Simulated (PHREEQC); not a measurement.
# Phosphoric acid bath: an equilibrium model

Make-up at 75 °C: 180 mmol/kgw H3PO4 and 35 mmol/kgw HNO3. Closed to the air; pH follows from the charge balance.

Equilibrium calculation in PHREEQC: ion-association model, phreeqc.dat.

Each row changes one thing in this solution. No solid was allowed to form.

| case | pH | ionic strength (mol/kgw) | H3PO4 (mol/kgw) | H2PO4- (mol/kgw) | HPO4-2 (mol/kgw) |
|---|---|---|---|---|---|
| as made | 1.35 | 0.0534 | 0.162 | 0.0184 | 6.24e-8 |
| temperature from 75 to 10 °C | 1.27 | 0.0636 | 0.151 | 0.0286 | 5.60e-8 |
| HNO3 from 0.035 to 0.007 mol/kgw | 1.54 | 0.0333 | 0.154 | 0.0263 | 1.26e-7 |
| HNO3 from 0.035 to 0.175 mol/kgw | 0.84 | 0.182 | 0.173 | 0.00703 | 1.03e-8 |
| H3PO4 from 0.18 to 0.27 mol/kgw | 1.30 | 0.0602 | 0.245 | 0.0252 | 7.84e-8 |
| diluted 5-fold with water | 1.85 | 0.0159 | 0.0271 | 0.00894 | 7.49e-8 |
| temperature from 75 to 80 °C | 1.35 | 0.0529 | 0.162 | 0.0179 | 6.29e-8 |

Complexes and solids missing from the database can't appear. Away from 25 °C the constants follow the database's enthalpies or fits; those with neither stay at their 25 °C values.
